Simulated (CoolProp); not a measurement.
Computed with CoolProp (reference Helmholtz-energy equation of state, Gao 2016).

**Question.** Give the vapour pressure (bar), liquid cp (kJ/(kg K)), surface tension (mN/m) of saturated sulfur dioxide at 342.4, 358.6 K.

**Answer.** 
| T (K) | p (bar) | liquid cp (kJ/(kg K)) | surface tension (mN/m) |
|---|---|---|---|
| 342.4 | 13.9 | 1.51 | 13.2 |
| 358.6 | 20.4 | 1.59 | 10.2 |

Surface tension comes from a separate correlation (Mulero 2012).
